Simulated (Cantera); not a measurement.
C2F6 + CH4 + H2 (fluorocarbon and chlorocarbon gases)

Feed: 1 mol C2F6, 0.015 mol CH4, 0.077 mol H2, at 1.70 mbar.

These are equilibrium values from Cantera (NASA tables, ideal gas, pure condensed phases), not measurements of a reactor. Candidate condensed phases: C, C6H6, C7H8, C8H18; 95 gas species. The feed counts by its element totals alone. Kinetics and transport are ignored.

```tsv
T (K)	x F	x CF	x C3	x CF2	x HF	x C	x C2	n C(graphite)
2650	0.862	0.0434	0.00263	0.0533	0.0373	0.000684	0.000250	1.41
2700	0.867	0.0499	0.00518	0.0396	0.0366	0.00125	0.000496	1.39
2750	0.865	0.0565	0.00992	0.0293	0.0358	0.00222	0.000960	1.30
2800	0.855	0.0632	0.0186	0.0215	0.0349	0.00388	0.00181	1.12
2850	0.836	0.0696	0.0340	0.0156	0.0336	0.00663	0.00335	0.761
2900	0.802	0.0748	0.0608	0.0110	0.0316	0.0111	0.00606	0.104
2950	0.801	0.0706	0.0648	0.00717	0.0304	0.0156	0.00770	0
3000	0.803	0.0653	0.0638	0.00466	0.0290	0.0210	0.00922	0
3050	0.804	0.0602	0.0619	0.00304	0.0274	0.0278	0.0109	0
3100	0.803	0.0551	0.0590	0.00200	0.0254	0.0364	0.0126	0
```
x: gas mole fraction; n: condensed amount in mol.

From 2650 K to 2900 K the condensed part is C(graphite). From 2950 K to 3100 K nothing is condensed. The main C-bearing gas is CF2 at 2650 K and C3 at 3100 K.
